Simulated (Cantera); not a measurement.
Feed: 1 mol MgO, a varied amount of HF, 4.3 mol N₂, equilibrated at 802 °C and 4.10 mbar.

These are equilibrium values from Cantera (NASA tables, ideal gas, pure condensed phases), not measurements of a reactor. Candidate condensed phases: H₂O, Mg, MgF₂, MgO, Mg(OH)₂; 50 gas species. Rates play no part.

Q: At 4.9 mol HF, list the 3 most abundant gas species with their mole fractions, and the condensed phases.

A: N₂ 0.524, HF 0.354, H₂O 0.122. Condensed: MgF₂(s).
